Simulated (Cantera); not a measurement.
Charge: 1 mol C2F6, a varied amount of H2, at 925 °C and 13.3 mbar.

Equilibrium computed with Cantera from the NASA thermochemical tables; the gas is ideal and each condensed phase is pure. Candidate condensed phases: C, C6H6, C7H8, C8H18; 95 gas species. The feed counts by its element totals alone. Gases not in the tables: C2F6 and larger saturated fluorocarbons. Kinetics and transport are ignored.

x: gas mole fraction; n: condensed amount in mol.

```tsv
n(H2) (mol)	x HF	x CF4	x H2	x CH4	x CF2	n C(graphite)
0.34	0.338	0.662	1.75e-10	<1e-12	1.04e-6	0.670
0.49	___	___	___	<1e-12	___	___
0.71	0.554	0.446	5.71e-10	<1e-12	8.53e-7	0.855
1	0.667	0.333	9.58e-10	<1e-12	7.37e-7	1.000
1.5	___	___	___	<1e-12	___	___
2.2	0.917	0.0833	3.62e-9	<1e-12	3.69e-7	1.60
3.2	0.968	<1e-12	0.0323	2.22e-7	<1e-12	2.00
4.6	0.789	<1e-12	0.211	9.47e-6	<1e-12	2.00
```

**Question.** Complete the blanks.

**Answer.** 
- 0.49, x HF: 0.438
- 0.49, x CF4: 0.562
- 0.49, x H2: 3.19e-10
- 0.49, x CF2: 9.57e-7
- 0.49, n C(graphite): 0.745
- 1.5, x HF: 0.800
- 1.5, x CF4: 0.200
- 1.5, x H2: 1.78e-9
- 1.5, x CF2: 5.71e-7
- 1.5, n C(graphite): 1.25
